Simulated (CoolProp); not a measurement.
Vapour-liquid equilibrium of R125 (1) + R227EA (2) at 0.00715 MPa; x and y are mole fractions of (1).

Values from CoolProp's multi-fluid Helmholtz-energy mixture model, Lemmon 2005 and Lemmon 2016; pair parameters Bell 2016.

| x | bubble temperature (K) | y at the bubble point | dew temperature at overall composition x (K) | liquid density (mol/L) |
|---|---|---|---|---|
| 0.05 | 205.8 | 0.247 | 208.4 | 10.17 |
| 0.125 | 201.8 | 0.486 | 207.5 | 10.44 |
| 0.2 | 198.6 | 0.635 | 206.5 | 10.70 |
| 0.275 | 195.9 | 0.734 | 205.4 | 10.97 |
| 0.35 | 193.7 | 0.802 | 204.2 | 11.23 |
| 0.425 | 191.8 | 0.851 | 202.9 | 11.50 |
| 0.5 | 190.2 | 0.887 | 201.5 | 11.77 |
| 0.575 | 188.8 | 0.915 | 200.0 | 12.05 |
| 0.65 | 187.5 | 0.938 | 198.2 | 12.34 |
| 0.725 | 186.3 | 0.955 | 196.2 | 12.63 |
| 0.8 | 185.3 | 0.970 | 193.8 | 12.94 |
| 0.875 | 184.4 | 0.983 | 190.8 | 13.25 |
| 0.95 | 183.5 | 0.994 | 186.7 | 13.58 |

No azeotrope shows between x = 0.05 and 0.95.

The pair parameters rest on a limited set of measurements; away from them the model extrapolates.
